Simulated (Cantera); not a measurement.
A closed system holds: 1 mol CO, 0.15 mol O2, 0.66 mol N2, held at 1000 Pa.

Method: chemical equilibrium by Gibbs-energy minimisation in Cantera with the NASA 1993 tables (ideal gas, pure condensed phases). Candidate condensed phases: C; 24 gas species. Kinetics and transport are ignored. All values below are at 1452 °C.

Base state: CO 0.422, N2 0.398, CO2 0.181 (mole fractions); condensed: gas only.

Q: What changes in the equilibrium state with this change: CO replaced by n-butane?

A: 
```csv
species,before,after
H2,0,0.837
N2,0.398,0.110
CO,0.422,0.0503
CO2,0.181,3.02e-9
H,0,0.00170
HCN,0,0.00127
C2H2 (acetylene),0,7.71e-5
"C(graphite), mol",0,3.69
```
Further candidate phases: C6H6, C7H8, C8H18, H2O.
